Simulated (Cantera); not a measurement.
Input: 1 mol Ti(OiPr)₄, 3.6 mol O₂, held at 1323 K and 0.140 bar.

Equilibrium computed with Cantera from the NASA thermochemical tables; the gas is ideal and each condensed phase is pure. The feed counts by its element totals alone. The numbers say what is thermodynamically allowed, not how fast it happens.

```
species             before     after
----------------  --------  --------
H₂                   0.594     0.845
CO                   0.405     0.154
CH₄               0.000336  0.000679
CO₂                9.07e-5   1.32e-5
H₂O               0.000247  0.000134
C(graphite), mol      2.47      9.44
Ti₃O₅(s), mol        0.333     0.333
```
Gas species are given as mole fractions.

Problem. What was changed between the two runs?
A) pressure from 0.140 bar to 12.0 mbar
B) temperature from 1323 K to 1725 K
C) O₂ from 3.6 to 0.11 mol
D) temperature from 1323 K to 2223 K

Solution. C, O₂ from 3.6 to 0.11 mol
